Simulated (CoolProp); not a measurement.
Properties of CH3F (R41) at several states (Tc = 44.1 °C, pc = 59.06 bar, ω = 0.200).

Computed with CoolProp (reference Helmholtz-energy equation of state, Lemmon 2006). It is a short technical equation, of lower accuracy than the large ones.

```tsv
T (°C)	p (bar)	phase	density (kg/m³)	cp (kJ/(kg K))	speed of sound (m/s)	expansivity (1/kK)
-91.45	114	liquid	920.5	2.027	1220	2.029
131.15	110	supercritical	162.6	2.346	302.9	7.479
43.65	101	liquid	559.0	3.182	444.7	8.920
-6.45	14.7	gas	28.46	1.818	253.1	8.247
```
